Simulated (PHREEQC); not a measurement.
0.1 g of hydrous ferric oxide (600 m²/g; 0.2 weak and 0.005 strong sites per Fe, Dzombak-Morel constants, diffuse double layer) in 1 kg of water with 0.01 mol/kgw of an inert sodium salt, at 25 °C; the pH is set by adding NaOH or the inert anion's acid. Oxygen is held at 0.21 atm. No CO2 enters from the air. No solid was allowed to form.

The numbers come from PHREEQC with the ion-association model, wateq4f.dat.

**Question.** Predict surface charge σ (C/m²) at pH = 5.5, 8.5, 9.

**Answer.** 
| pH | surface charge σ (C/m²) |
|---|---|
| 5.5 | 0.077 |
| 8.5 | -0.005 |
| 9 | -0.013 |
